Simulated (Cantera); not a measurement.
A Cantera script and what it prints.

```python
import numpy as np
import cantera as ct

gas_names = [...]  # 113 gases of nasa_gas.yaml made of C, H, O, Ti
cond_names = """
    C(gr) C6H6(L) C7H8(L) C8H18(L),n-octa H2O(s) H2O(L) Ti(a) Ti(b) Ti(L) TiC(s) TiC(L) TiO(a) TiO(b)
    TiO(L) TiO2(ru) TiO2(L) Ti2O3(a) Ti2O3(b) Ti2O3(L) Ti3O5(a) Ti3O5(b) Ti3O5(L) Ti4O7(s) Ti4O7(L)
""".split()


# ... load() reads the species with a 1 bar reference pressure and builds the phases ...
atoms = {
    'Ti(OiPr)4': {'Ti': 1, 'C': 12, 'H': 28, 'O': 4},
    'H2O': {'H': 2, 'O': 1},
}
top_T = {'C(gr)': 4500}  # K; cautious upper limits of use, not melting points


# ... equilibrate(T, P, feed) seeds the gas with the atoms and calls Mixture.equilibrate('TP', solver="vcs", rtol=1e-11, max_steps=5000) ...
results = []
feed = {'Ti(OiPr)4': 1, 'H2O': 0.88}  # mol
P = 10000  # Pa
for T in [1250, 1275, 1300, 1325, 1350, 1375, 1400]:
    mix = equilibrate(T, P, feed)
    results.append((T, P, feed, dict(zip(mix.species_names, mix.species_moles))))

top = {s: max(r[3][s] / sum(r[3][g] for g in gas_names) for r in results) for s in gas_names}
cols = sorted((s for s in top if top[s] > 1e-05), key=lambda s: -top[s])[:6]
seen = [c for c in cond_names if any(r[3].get(c, 0) > 1e-12 for r in results)]
print("log10 of partial pressures in bar; condensed amounts in mol")
print(f"{'T/K':>10s}" + "".join(f"{s[:9]:>10s}" for s in cols + seen))
for T, P, feed, n in results:
    ng = sum(n[g] for g in gas_names)
    print(f"{T:10.4g}" + "".join(f"{np.log10(max(n[s] / ng * P / 1e5, 1e-99)):10.3f}" for s in cols)
          + "".join(f"{n.get(c, 0):10.4g}" for c in seen))
```

Result:

```
log10 of partial pressures in bar; condensed amounts in mol
       T/K        H2        CO       CH4       H2O       CO2         H     C(gr)    TiC(s)  Ti3O5(b)
      1250    -1.085    -1.751    -4.130    -4.658    -5.518    -6.858     8.778         0    0.3333
      1275    -1.085    -1.751    -4.204    -4.769    -5.656    -6.675     8.779         0    0.3333
      1300    -1.085    -1.751    -4.275    -4.876    -5.788    -6.499      8.78         0    0.3333
      1325    -1.085    -1.751    -4.343    -4.979    -5.915    -6.329     8.781         0    0.3333
      1350    -1.123    -1.607    -4.486    -4.973    -5.750    -6.185     6.116         1         0
      1375    -1.123    -1.607    -4.550    -5.068    -5.867    -6.027     6.116         1         0
      1400    -1.123    -1.607    -4.611    -5.160    -5.980    -5.875     6.117         1         0
```

Method: chemical equilibrium by Gibbs-energy minimisation in Cantera with the NASA 1993 tables (ideal gas, pure condensed phases). The feed counts by its element totals alone. TiC: taken at fixed stoichiometry.
